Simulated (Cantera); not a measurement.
# Thermodynamics of silicon oxide and oxynitride deposition, feed SiCl4 + N2O + N2

A closed system holds: 1 mol SiCl4, a varied amount of N2O, 3.5 mol N2, equilibrated at 698.15 K and 30.0 mbar.

Cantera equilibrium calculation (NASA polynomials, part measured and part estimated; ideal gas, pure solids and liquids). Candidate condensed phases: Si, SiO2, Si2N2O, Si3N4; 23 gas species. Rates play no part.

```csv
n(N2O) (mol),x N2,x O2,x Cl2,x SiCl4,x Cl,x NO,x NO2,x ClO,n SiO2(α-quartz)
0.9,0.752,<1e-12,0.154,0.0940,1.42e-6,<1e-12,<1e-12,<1e-12,0.450
2.6,0.726,0.0357,0.238,<1e-12,1.76e-6,1.07e-7,8.47e-9,1.13e-8,1.00
4.2,0.713,0.102,0.185,<1e-12,1.55e-6,1.79e-7,2.39e-8,1.68e-8,1.00
5.9,0.704,0.146,0.150,<1e-12,1.40e-6,2.13e-7,3.41e-8,1.81e-8,1.00
7.6,0.698,0.176,0.126,<1e-12,1.28e-6,2.33e-7,4.10e-8,1.82e-8,1.00
9.2,0.694,0.197,0.109,<1e-12,1.19e-6,2.45e-7,4.56e-8,1.80e-8,1.00
11,0.690,0.214,0.0952,<1e-12,1.11e-6,2.55e-7,4.96e-8,1.75e-8,1.00
13,0.688,0.229,0.0833,<1e-12,1.04e-6,2.64e-7,5.29e-8,1.69e-8,1.00
14,0.686,0.235,0.0784,<1e-12,1.01e-6,2.67e-7,5.42e-8,1.66e-8,1.00
16,0.684,0.246,0.0702,<1e-12,9.56e-7,2.72e-7,5.65e-8,1.61e-8,1.00
18,0.683,0.254,0.0635,<1e-12,9.09e-7,2.76e-7,5.84e-8,1.56e-8,1.00
19,0.682,0.258,0.0606,<1e-12,8.88e-7,2.78e-7,5.92e-8,1.53e-8,1.00
```
x: gas mole fraction; n: condensed amount in mol.

From 0.9 mol N2O to 19 mol N2O the condensed part is SiO2(α-quartz).
